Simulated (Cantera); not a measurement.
Charge: 1 mol SiO₂, a varied amount of C, 1.1 mol N₂, at 975 °C and 1.33 mbar.

Method: chemical equilibrium by Gibbs-energy minimisation in Cantera with the NASA 1993 tables (ideal gas, pure condensed phases). Candidate condensed phases: C, Si, SiC, SiO₂, Si₂N₂O, Si₃N₄; 34 gas species. N₂ is the only nitrogen source here; it is nearly inert below about 1500 K, so the nitride shown seldom forms there in practice. Mutual solubility and eutectic melting of coexisting phases are not modelled. The tables hold silica as quartz up to 1696 K and as liquid above; real silica turns to tridymite and cristobalite and melts near 1996 K. Kinetics and transport are ignored.

### Question
At 0.77 mol C, list the 3 most abundant gas species with their mole fractions, and the condensed phases.

### Answer
N₂ 0.523, CO 0.477, CO₂ 1.09e-5. Condensed: SiO₂(β-quartz) + Si₂N₂O(s).
